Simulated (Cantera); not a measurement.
Source: NASA polynomial tables (part measured, part estimated), evaluated in Cantera. Values are per mole of reaction as written; species without (g) are pure solids or liquids, kept so even where they would boil at 1 bar. TaC: taken at fixed stoichiometry.

Task: Between 925 and 1125 K, where is each reaction favourable under standard conditions?
- TaC + 4 H(g) → CH4(g) + Ta

Result: 
- TaC + 4 H(g) → CH4(g) + Ta: ΔG° is -526 kJ at 925 K and -459 kJ at 1125 K; it stays negative (K > 1). ΔH° is -840 kJ and ΔS° -338 J/K at 1125 K.
